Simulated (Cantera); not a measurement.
Charge: 1 mol trisilylamine, 0.58 mol N2, at 1900 K and 75.0 Torr.

Equilibrium computed with Cantera from the NASA thermochemical tables; the gas is ideal and each condensed phase is pure. Candidate condensed phases: Si, Si3N4; 18 gas species. The feed counts by its element totals alone. Gases not in the tables: Si2H6 and higher silanes. Rates play no part.

Base state: H2 0.804, N2 0.193, H 0.00225, Si 0.000126, SiH2 4.69e-5, SiH 3.10e-5 (mole fractions); condensed: Si(l).

**Question.** What changes in the equilibrium state with this change: pressure from 75.0 Torr to 0.510 Torr?

**Answer.** 
```
species       before     after
----------  --------  --------
H2             0.804     0.767
N2             0.193     0.187
H            0.00225    0.0266
Si          0.000126    0.0185
Si3          2.29e-7   3.36e-5
Si2          1.01e-6  0.000149
Si2N         8.49e-6  0.000101
SiN          5.87e-6   7.00e-5
Si(l), mol      3.00      2.89
```
The tables' values for SiN are old estimates; treat these amounts as uncertain.
